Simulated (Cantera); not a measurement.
Feed: 1 mol Si2H6, 0.31 mol CO2, 1.7 mol H2, held at 44.0 Pa.

These are equilibrium values from Cantera (NASA tables, ideal gas, pure condensed phases), not measurements of a reactor. Candidate condensed phases: C, C6H6, C7H8, C8H18, H2O, Si, SiC, SiO2; 123 gas species. The feed counts by its element totals alone. Mutual solubility and eutectic melting of coexisting phases are not modelled. The tables hold silica as quartz up to 1696 K and as liquid above; real silica turns to tridymite and cristobalite and melts near 1996 K. Rates play no part.

Task: What share of the Si ends up in condensed phases as a function of T (K), at 1050, 1100, 1150, 1200, 1250, 1300, 1350, 1400?

Result: 
```
T (K)  Si condensed (%)                               as
-----  ----------------  -------------------------------
1050              100.0  Si(s) + SiC(s) + SiO2(β-quartz)
1100              100.0  Si(s) + SiC(s) + SiO2(β-quartz)
1150               99.9  Si(s) + SiC(s) + SiO2(β-quartz)
1200               99.7  Si(s) + SiC(s) + SiO2(β-quartz)
1250               98.9  Si(s) + SiC(s) + SiO2(β-quartz)
1300               95.9  Si(s) + SiC(s) + SiO2(β-quartz)
1350               86.0  Si(s) + SiC(s) + SiO2(β-quartz)
1400               69.6                   Si(s) + SiC(s)
```
